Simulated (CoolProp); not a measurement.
A closed Brayton cycle with nitrogen: compressor inlet 308.15 K and 2.5 MPa, high pressure 7.34 MPa, turbine inlet 785 K, compressor efficiency 0.85, turbine efficiency 0.9, recuperator effectiveness 0 (on enthalpy, no pinch check). Each further row changes one setting.

The numbers come from the reference Helmholtz-energy equation of state, Span 2000 in CoolProp.

```csv
case,thermal efficiency (%),net work (kJ/kg),compressor to turbine work,compressor exit (K),turbine exit (K)
as stated,16.3,62.2,0.69,439.8,605.9
turbine inlet 735 K,15.2,…,…,439.8,…
compressor inlet 318.15 K,…,57.5,…,453.9,605.9
high pressure 6.24 MPa,14.7,59.3,…,417.2,…
recuperator effectiveness 0.5,…,62.2,0.69,439.8,605.9
```

Problem. What belongs in the gaps?

Solution. 
- turbine inlet 735 K, net work (kJ/kg): 49.2
- turbine inlet 735 K, compressor to turbine work: 0.74
- turbine inlet 735 K, turbine exit (K): 565.8
- compressor inlet 318.15 K, thermal efficiency (%): 15.8
- compressor inlet 318.15 K, compressor to turbine work: 0.71
- high pressure 6.24 MPa, compressor to turbine work: 0.66
- high pressure 6.24 MPa, turbine exit (K): 630.1
- recuperator effectiveness 0.5, thermal efficiency (%): 21.3
